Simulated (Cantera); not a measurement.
What does this Cantera script print?

```python
import numpy as np
import cantera as ct

gas = ct.Solution("gri30.yaml")
gas.TPX = 548, 10000, {'CH4': 1, 'C2H6': 0.28, 'C3H8': 0.068, 'O2': 5.11, 'N2': 16.9}
flame = ct.FreeFlame(gas, width=0.2)
flame.set_refine_criteria(ratio=3, slope=0.08, curve=0.16)
flame.transport_model = "mixture-averaged"
flame.solve(loglevel=0, auto=True)
flame.transport_model = "multicomponent"
flame.soret_enabled = True
flame.solve(loglevel=0, refine_grid=True)
z, T = flame.grid, flame.T
thick = (T[-1] - T[0]) / np.gradient(T, z).max()
show = ['CH4', 'C2H6', 'C3H8', 'HCO', 'H2', 'C2H2']
print(f"laminar burning velocity  {flame.velocity[0] * 100:.3f} cm/s")
print(f"burnt temperature         {T[-1]:.1f} K")
print(f"thermal thickness         {thick * 1e3:.4f} mm")
print(f"grid points               {len(z)}")
z0 = z[flame.heat_release_rate.argmax()]
print(f"{'z/mm':>9s}{'T/K':>9s}{'u/(m/s)':>9s}" + "".join(f"{s:>11s}" for s in show))
rows = []
for k in (-3, -2, -1.5, -1, -0.5, -0.25, 0, 0.25, 0.5, 1, 2, 4, 8):
    zz = z0 + k * thick
    rows.append([k * thick, np.interp(zz, z, T), np.interp(zz, z, flame.velocity),
                 *(np.interp(zz, z, flame.X[gas.species_index(s)]) for s in show)])
    print(f"{rows[-1][0] * 1e3:9.3f}{rows[-1][1]:9.1f}{rows[-1][2]:9.3f}" + "".join(f"{x:11.3e}" for x in rows[-1][3:]))
```

Result:

```
laminar burning velocity  133.084 cm/s
burnt temperature         2050.0 K
thermal thickness         2.7789 mm
grid points               150
     z/mm      T/K  u/(m/s)        CH4       C2H6       C3H8        HCO         H2       C2H2
   -8.337    548.0    1.331  4.279e-02  1.198e-02  2.910e-03 -3.816e-18  3.313e-04  3.900e-10
   -5.558    548.7    1.334  4.272e-02  1.198e-02  2.909e-03  1.361e-14  1.027e-03  8.047e-09
   -4.168    552.0    1.343  4.246e-02  1.196e-02  2.909e-03  2.856e-12  1.981e-03  6.976e-08
   -2.779    580.5    1.416  4.106e-02  1.184e-02  2.902e-03  9.005e-10  4.024e-03  9.364e-07
   -1.389    831.8    2.053  3.260e-02  9.591e-03  2.334e-03  3.628e-07  8.696e-03  1.725e-05
   -0.695   1157.9    2.897  2.103e-02  4.584e-03  9.536e-04  1.065e-05  1.202e-02  5.554e-05
    0.000   1494.0    3.782  7.079e-03  4.093e-04  5.162e-05  5.776e-05  1.283e-02  8.767e-05
    0.695   1634.4    4.152  9.653e-04  3.380e-06  1.519e-07  2.203e-05  9.552e-03  1.582e-05
    1.389   1666.6    4.229  7.866e-05  9.734e-09  1.419e-10  2.273e-06  7.189e-03  6.096e-07
    2.779   1693.4    4.279  4.515e-07  2.749e-13  6.692e-16  2.065e-08  6.485e-03  6.129e-10
    5.558   1727.7    4.346  8.084e-11  7.494e-18  4.827e-18  3.788e-09  6.648e-03  1.200e-14
   11.116   1773.0    4.445  1.270e-14 -1.092e-17 -7.191e-18  2.512e-09  6.187e-03 -7.410e-17
   22.231   1833.5    4.578  5.315e-17  9.044e-18  6.066e-18  1.500e-09  5.152e-03  6.836e-17
```

Computed with Cantera and GRI-Mech 3.0 (53 species, 325 reactions). Burning velocities carry a grid error of a few per cent, more on coarse grids.
